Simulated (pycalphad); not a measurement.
Source of the numbers: pycalphad with the COST 507 light-alloy database (1999); pressure 1 atm. No gas phase is included, though pure Mg would boil below 1377 °C. The database dates from 1999; later assessments differ in places, in temperatures and in the compounds included. Not assessed as a whole: an extrapolation from subsystems, which can miss ternary compounds. Diffusion is slow at the low end, where real alloys seldom reach equilibrium.

## Al-6.114Si-4.54Mg-2.06Mn (wt.%): equilibrium cooling sequence

```csv
T (°C),phases above,phases below
692.5,LIQUID,ALMNSI_ALPHA + LIQUID
605.1,ALMNSI_ALPHA + LIQUID,ALMNSI_ALPHA + FCC_A1 + LIQUID
584.7,ALMNSI_ALPHA + FCC_A1 + LIQUID,ALMNSI_ALPHA + FCC_A1 + LIQUID + MG2SI
557.2,ALMNSI_ALPHA + FCC_A1 + LIQUID + MG2SI,ALMNSI_ALPHA + DIAMOND_A4 + FCC_A1 + MG2SI
```

Changes were sought between steps of 40 K, so a narrower field can be missed.

Database names, with the compositions (at.%) that they take in these runs: ALMNSI_ALPHA: Al 70-72 Mn 17 Si 10-13; MG2SI: Mg 67 Si 33. FCC_A1 is fcc; DIAMOND_A4 is diamond (Si).
